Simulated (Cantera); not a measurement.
Cantera run, input and output.

```python
import numpy as np
import cantera as ct

gas = ct.Solution("gri30.yaml")
gas.TPX = 1625, 100000, {'C2H6': 1, 'N2': 140, 'H2O': 0.21}
inlet = ct.Reservoir(gas, clone=True)

reactor = ct.IdealGasConstPressureReactor(gas, energy="off", clone=False)
exhaust = ct.Reservoir(gas, clone=True)
tau = [1.2, 0.45, 0.17, 0.064, 0.024, 0.0092, 0.0035, 0.0013][0]
for a, b in ((inlet, reactor), (reactor, exhaust)):
    ct.MassFlowController(a, b, mdot=lambda t: reactor.mass / tau)
net = ct.ReactorNet([reactor])
show = ['C2H6', 'CH3', 'C2H2', 'CH2', 'CH4']

rows = []
print(f"{'tau/s':>10s}{'T/K':>9s}" + "".join(f"{s:>11s}" for s in show))
for tau in [1.2, 0.45, 0.17, 0.064, 0.024, 0.0092, 0.0035, 0.0013]:
    net.initial_time = 0.0
    net.advance(30 * tau)
    before = gas.X
    net.advance(40 * tau)
    drift = np.max(np.abs(gas.X - before) / (gas.X + 1e-9))
    rows.append([gas.T, *gas[show].X, drift])
    print(f"{tau:10.3e}{gas.T:9.1f}" + "".join(f"{x:11.3e}" for x in gas[show].X))
```

Output:

```
     tau/s      T/K       C2H6        CH3       C2H2        CH2        CH4
 1.200e+00   1625.0  2.407e-06  2.513e-05  6.066e-03  2.034e-08  1.450e-03
 4.500e-01   1625.0  5.759e-06  3.826e-05  5.949e-03  3.707e-08  1.781e-03
 1.700e-01   1625.0  1.311e-05  5.675e-05  5.828e-03  6.951e-08  2.002e-03
 6.400e-02   1625.0  2.861e-05  8.232e-05  5.711e-03  1.326e-07  2.091e-03
 2.400e-02   1625.0  6.051e-05  1.175e-04  5.556e-03  2.516e-07  2.084e-03
 9.200e-03   1625.0  1.238e-04  1.651e-04  5.292e-03  4.595e-07  2.031e-03
 3.500e-03   1625.0  2.556e-04  2.341e-04  4.798e-03  8.129e-07  1.949e-03
 1.300e-03   1625.0  5.463e-04  3.399e-04  3.915e-03  1.381e-06  1.800e-03
```

Model: GRI-Mech 3.0 (53 species, 325 reactions), integrated in Cantera. GRI-Mech 3.0 stops at C3 and has no aromatics, soot or wall deposition, so with more carbon than oxygen in the feed, carbon stays in small species such as C2H2 where larger ones or solid carbon would form.
